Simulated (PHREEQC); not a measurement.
Make-up at 25 °C: 0.012 mol/kgw TMAH, 0.0036 mol/kgw NaAlO2 and 0.00022 mol/kgw Na2CO3. Closed to the air; pH follows from the charge balance.

Computed with PHREEQC (ion-association model, phreeqc.dat).

The pH is 12.02. The ionic strength comes out as 0.0162 mol/kgw. The total alkalinity is 26.8 meq/kg.

```tsv
species	molality	activity	log γ
OH-	0.0120	0.0105	-0.057
(CH3)4N+	0.0120	0.0106	-0.056
Na+	0.00403	0.00356	-0.054
Al(OH)4-	0.00360	0.00317	-0.055
CO3-2	0.000208	0.000127	-0.212
NaCO3-	9.58e-6	8.43e-6	-0.055
HCO3-	2.95e-6	2.61e-6	-0.053
```

Precipitation was switched off in this run. Species that the database lacks are ignored. (CH3)4N+ isn't in the database: it is added as a free cation with an ion size of 4 Å.
